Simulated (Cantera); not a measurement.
BF3 + H2O + H2 (boron, boron nitride and boron oxide)

A closed system holds: 1 mol BF3, a varied amount of H2O, 1.4 mol H2, held at 1200 K and 0.133 bar.

These are equilibrium values from Cantera (NASA tables, ideal gas, pure condensed phases), not measurements of a reactor. Candidate condensed phases: B, B2O3, B3O3H3, H2O; 43 gas species. Gases not in the tables: H3BO3. The numbers say what is thermodynamically allowed, not how fast it happens.

From 0.43 mol H2O to 0.55 mol H2O nothing is condensed. From 0.7 mol H2O to 3.7 mol H2O the condensed part is B2O3(l).

| n(H2O) (mol) | x H2 | x H2O | x HF | x BF3 | x B3O3F3 | x BOF | x HBO2 | x (HBO2)3 | n B2O3(l) |
|---|---|---|---|---|---|---|---|---|---|
| 0.43 | 0.479 | 0.0639 | 0.166 | 0.260 | 0.0258 | 0.00458 | 0.000503 | 4.59e-5 | 0 |
| 0.55 | 0.458 | 0.0881 | 0.183 | 0.236 | 0.0285 | 0.00473 | 0.000649 | 9.89e-5 | 0 |
| 0.7 | 0.435 | 0.116 | 0.201 | 0.214 | 0.0279 | 0.00470 | 0.000777 | 0.000169 | 0.0107 |
| 0.89 | 0.409 | 0.149 | 0.219 | 0.192 | 0.0251 | 0.00453 | 0.000880 | 0.000246 | 0.0315 |
| 1.1 | 0.383 | 0.183 | 0.234 | 0.172 | 0.0224 | 0.00437 | 0.000974 | 0.000334 | 0.0518 |
| 1.4 | 0.352 | 0.227 | 0.248 | 0.148 | 0.0193 | 0.00416 | 0.00108 | 0.000461 | 0.0772 |
| 1.8 | 0.318 | 0.278 | 0.259 | 0.124 | 0.0161 | 0.00391 | 0.00120 | 0.000625 | 0.106 |
| 2.3 | 0.284 | 0.333 | 0.264 | 0.100 | 0.0131 | 0.00365 | 0.00131 | 0.000818 | 0.137 |
| 2.9 | 0.252 | 0.387 | 0.264 | 0.0802 | 0.0105 | 0.00339 | 0.00142 | 0.00103 | 0.168 |
| 3.7 | 0.219 | 0.447 | 0.259 | 0.0611 | 0.00797 | 0.00309 | 0.00152 | 0.00127 | 0.201 |
x: gas mole fraction; n: condensed amount in mol.
